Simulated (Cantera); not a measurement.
Charge: 1 mol borazine, 18 mol N2, held at 2375 K.

These are equilibrium values from Cantera (NASA tables, ideal gas, pure condensed phases), not measurements of a reactor. Candidate condensed phases: B, BN; 15 gas species. The feed counts by its element totals alone. The tables' values for BH2 are old estimates; treat these amounts as uncertain. Equilibrium is a limit: real reactors are often held back by kinetics, nucleation or transport.

**Question.** At 10.0 Pa, list the 4 most abundant gas species with their mole fractions, and the condensed phases.

**Answer.** N2 0.696, H 0.181, B 0.106, H2 0.0165. Condensed: gas only.
